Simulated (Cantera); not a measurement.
# SiC + Si + N2 (sublimation and decomposition of ceramics)

Charge: 1 mol SiC, 0.021 mol Si, 5.1 mol N2, held at 2973.15 K and 100 Torr.

Equilibrium computed with Cantera from the NASA thermochemical tables; the gas is ideal and each condensed phase is pure. Candidate condensed phases: C, Si, SiC, Si3N4; 20 gas species. The tables' values for SiN are old estimates; treat these amounts as uncertain. Kinetics and transport are ignored.

The x(N2) comes out as 0.830. The x(Si) comes out as 0.0839. The x(SiC2) comes out as 0.0672. The x(CN) is 0.00696 and the x(Si2C) comes out as 0.00651. The x(C3) is 0.00175 and the x(SiN) is 0.00155. The x(C2N2) is 0.000699 and the x(Si2) is 0.000482. The n(C(graphite)) is 0.0495 mol, the gas amount is 6.107 mol and the log10 activity of Si(l) (absent) is -0.92.
